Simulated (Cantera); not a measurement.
A perfectly stirred reactor is fed with CH₄ : H₂O : H₂ = 1 : 1.7 : 0.7 (molar parts), at 5.00 bar; it is held at 1973 K, and followed from long to short residence time.

Detailed kinetics in Cantera: GRI-Mech 3.0 (53 species, 325 reactions).

x: mole fraction; the columns are a selection and need not sum to one.

```json
[
 {"τ (s)": "0.60", "x CH₄": "0.00475", "x H₂O": "0.133", "x H₂": "0.681", "x CH₂O": "4.16e-7", "x C₂H₆": "3.29e-7"},
 {"τ (s)": "0.25", "x CH₄": "0.00782", "x H₂O": "0.143", "x H₂": "0.672", "x CH₂O": "5.48e-7", "x C₂H₆": "8.96e-7"},
 {"τ (s)": "0.10", "x CH₄": "?", "x H₂O": "?", "x H₂": "0.654", "x CH₂O": "?", "x C₂H₆": "?"},
 {"τ (s)": "0.041", "x CH₄": "0.0185", "x H₂O": "0.192", "x H₂": "0.629", "x CH₂O": "1.31e-6", "x C₂H₆": "5.19e-6"},
 {"τ (s)": "0.017", "x CH₄": "0.0267", "x H₂O": "0.231", "x H₂": "0.594", "x CH₂O": "2.27e-6", "x C₂H₆": "1.11e-5"},
 {"τ (s)": "0.0069", "x CH₄": "0.0380", "x H₂O": "0.280", "x H₂": "0.551", "x CH₂O": "4.15e-6", "x C₂H₆": "2.37e-5"},
 {"τ (s)": "0.0028", "x CH₄": "?", "x H₂O": "?", "x H₂": "?", "x CH₂O": "?", "x C₂H₆": "?"}
]
```

Task: Fill in the missing entries.

Result: 
- 0.10, x CH₄: 0.0124
- 0.10, x H₂O: 0.162
- 0.10, x CH₂O: 8.08e-7
- 0.10, x C₂H₆: 2.28e-6
- 0.0028, x CH₄: 0.0539
- 0.0028, x H₂O: 0.329
- 0.0028, x H₂: 0.503
- 0.0028, x CH₂O: 7.46e-6
- 0.0028, x C₂H₆: 5.02e-5
